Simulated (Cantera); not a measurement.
An adiabatic, constant-volume homogeneous reactor starts with CH3OH : O2 : N2 = 1 : 4.17 : 15.7 (molar parts), equivalence ratio 0.36, at 1823 K and 10.0 bar.

Detailed kinetics in Cantera: GRI-Mech 3.0 (53 species, 325 reactions). GRI-Mech 3.0 was tuned for natural gas; its chemistry of methanol as a main component is partial and can be far from experiment.

x: mole fraction; the columns are a selection and need not sum to one.

| t (s) | T (K) | P (bar) | x CH3OH | x O2 | x C2H | x OH | x NO2 | x HCN |
|---|---|---|---|---|---|---|---|---|
| 3.00e-6 | 1965 | 11.0 | 0.0199 | 0.179 | 5.25e-11 | 0.000290 | 3.94e-10 | 1.67e-9 |
| 1.05e-5 | 2712 | 15.4 | <1e-12 | 0.122 | <1e-12 | 0.0117 | ___ | 1.81e-11 |
| 3.70e-5 | 2725 | 15.4 | <1e-12 | 0.121 | <1e-12 | 0.0113 | ___ | 1.59e-11 |
| 0.000130 | 2719 | 15.4 | <1e-12 | 0.120 | <1e-12 | 0.0111 | ___ | 1.87e-11 |
| 0.000456 | 2702 | 15.3 | <1e-12 | 0.116 | <1e-12 | 0.0105 | ___ | 2.33e-11 |
| 0.00160 | 2686 | 15.2 | <1e-12 | 0.112 | <1e-12 | 0.0100 | 4.33e-5 | 2.58e-11 |
| 0.00562 | 2683 | 15.2 | <1e-12 | 0.111 | <1e-12 | 0.00996 | 4.57e-5 | 2.60e-11 |
| 0.0197 | 2683 | 15.2 | <1e-12 | 0.111 | <1e-12 | 0.00996 | 4.57e-5 | 2.60e-11 |
| 0.0693 | 2683 | 15.2 | <1e-12 | 0.111 | <1e-12 | 0.00996 | 4.57e-5 | 2.60e-11 |
| 0.243 | 2683 | 15.2 | <1e-12 | 0.111 | <1e-12 | 0.00996 | 4.57e-5 | 2.60e-11 |
| 0.854 | 2683 | 15.2 | <1e-12 | 0.111 | <1e-12 | 0.00996 | 4.57e-5 | 2.60e-11 |
| 3.00 | 2683 | 15.2 | <1e-12 | 0.111 | <1e-12 | 0.00996 | 4.57e-5 | 2.60e-11 |

What belongs in the gaps?


- 1.05e-5, x NO2: 5.87e-7
- 3.70e-5, x NO2: 2.77e-6
- 0.000130, x NO2: 9.78e-6
- 0.000456, x NO2: 2.65e-5
